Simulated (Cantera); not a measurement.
Thermodynamics of metals in furnace atmospheres, feed Fe + H₂O + N₂

Input: 1 mol Fe, 0.055 mol H₂O, 1.2 mol N₂.

Method: chemical equilibrium by Gibbs-energy minimisation in Cantera with the NASA 1993 tables (ideal gas, pure condensed phases). Candidate condensed phases: Fe, FeO, Fe(OH)₂, Fe(OH)₃, Fe₂O₃, Fe₃O₄, H₂O; 27 gas species. Each liquid is taken as pure. Mutual solubility and eutectic melting of coexisting phases are not modelled. The tables' stoichiometric FeO is somewhat more stable than real wüstite, so its field is too wide. FeO: taken at fixed stoichiometry. Kinetics and transport are ignored.

Stable condensed phases:

```
T in K \ P in Pa
              10      41     160     670    2700   11000   45000  180000  740000 3000000
   1975        A       B       C       C       C       C       C       C       C       C
   1900        B       C       C       C       C       C       C       C       C       C
   1825        C       C       C       C       C       C       C       C       C       C
   1750        C       C       C       C       C       C       C       C       C       C
   1675        C       C       C       C       C       C       C       C       C       C
   1600        C       C       C       C       C       C       C       C       C       C
   1525        C       C       C       C       C       C       C       C       C       C
   1450        C       C       C       C       C       C       C       C       C       C
   1375        C       C       C       C       C       C       C       C       C       C
   1300        C       C       C       C       C       C       C       C       C       C
   1225        C       C       C       C       C       C       C       C       C       C
   1150        C       C       C       C       C       C       C       C       C       C
   1075        C       C       C       C       C       C       C       C       C       C
```

A: gas only; B: FeO; C: Fe + FeO.
